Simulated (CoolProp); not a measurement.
Vapour-liquid equilibrium of propane (1) + benzene (2) at 38.05 °C; x and y are mole fractions of (1).

Values from CoolProp's multi-fluid Helmholtz-energy mixture model, Lemmon 2009 and Thol 2012; pair parameters Bell 2016.

**Question.** Give the bubble pressure and the first vapour's composition at x = 0.15, 0.65, 0.85. Is there an azeotrope?

**Answer.** x = 0.15: 0.3234 MPa, y = 0.932; x = 0.65: 0.8848 MPa, y = 0.982; x = 0.85: 1.099 MPa, y = 0.991. No azeotrope shows between x = 0.05 and 0.95.

Pair parameters are fitted to limited data, so mixtures are less certain than the pure fluids. The gap from Raoult's law changes sign with composition, which may be real or a fault of the pair parameters; it wasn't checked against measurements. With so large a gap from Raoult's law the liquid may split in two, which this calculation doesn't test in full.
